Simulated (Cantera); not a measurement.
Cantera run:

```python
import numpy as np
import cantera as ct

gas_names = """
    CL CL2 H HCL H2 Si SiCL SiCL2 SiCL3 SiCL4 SiH SiHCL3 SiH2 SiH2CL2 SiH3 SiH3CL SiH4 Si2 Si3
""".split()
cond_names = """
    Si(cr) Si(L)
""".split()


# ... load() reads the species with a 1 bar reference pressure and builds the phases ...
atoms = {
    'Si': {'Si': 1},
    'HCl': {'H': 1, 'CL': 1},
    'H2': {'H': 2},
}
top_T = {}  # K; cautious upper limits of use, not melting points


# ... equilibrate(T, P, feed) seeds the gas with the atoms and calls Mixture.equilibrate('TP', solver="vcs", rtol=1e-11, max_steps=5000) ...
results = []
feed = {'Si': 1, 'HCl': 1.9, 'H2': 0.29}  # mol
T = 850  # K
P = 101325  # Pa
mix = equilibrate(T, P, feed)
results.append((T, P, feed, dict(zip(mix.species_names, mix.species_moles))))
print(gas.report(threshold=1e-05))
for i in range(1, mix.n_phases):
    print(f"{mix.phase(i).name:16s} {mix.phase_moles(i):12.5e} mol")
```

Output:

```
       temperature   850 K
          pressure   1.0132e+05 Pa
           density   0.72149 kg/m^3
  mean mol. weight   50.323 kg/kmol
   phase of matter   gas

                          1 kg             1 kmol
                     ---------------   ---------------
          enthalpy       -3.1763e+06       -1.5984e+08  J
   internal energy       -3.3167e+06       -1.6691e+08  J
           entropy            4961.2        2.4966e+05  J/K
    Gibbs function       -7.3933e+06       -3.7206e+08  J
 heat capacity c_p            1038.3             52249  J/K
 heat capacity c_v            873.05             43935  J/K

                      mass frac. Y      mole frac. X     chem. pot. / RT
                     ---------------   ---------------   ---------------
               HCL         0.0019518         0.0026941           -42.849
                H2          0.027645           0.69006           -17.475
             SiCL2        2.4623e-05        1.2518e-05           -71.567
             SiCL3        0.00051787        0.00019385           -105.68
             SiCL4           0.71929           0.21307           -139.79
            SiHCL3           0.24373          0.090558           -114.42
           SiH2CL2         0.0067941         0.0033851           -89.042
            SiH3CL        3.9749e-05        3.0053e-05           -63.668
     [  +11 minor]        7.7434e-08        1.2135e-07

Si(cr)            4.85232e-01 mol
```

Method: chemical equilibrium by Gibbs-energy minimisation in Cantera with the NASA 1993 tables (ideal gas, pure condensed phases). The tables' values for SiCl3 are old estimates; treat these amounts as uncertain.
